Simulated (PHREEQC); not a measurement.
Make-up at 91 °C: 0.27 mol/kgw SrCl2 and 0.22 mol/kgw HBr. Closed to the air; pH follows from the charge balance.

Model: ion-association model, phreeqc.dat, run in PHREEQC.

The pH is 0.80 and the ionic strength is 1.03 mol/kgw. The activity of water is 0.979, the density is 1.012 g/cm³ and the total alkalinity is -220 meq/kg.

```csv
species,molality,activity,log γ
Cl-,0.540,0.306,-0.247
Sr+2,0.270,0.0514,-0.721
H+,0.220,0.158,-0.145
Br-,0.220,0.112,-0.292
```

No solid was allowed to form. Caution: at this ionic strength the ion-association model is outside its range; a Pitzer model would be the better tool where its parameters exist. At this temperature some constants are extrapolated from 25 °C, and those without enthalpy data are left unchanged.
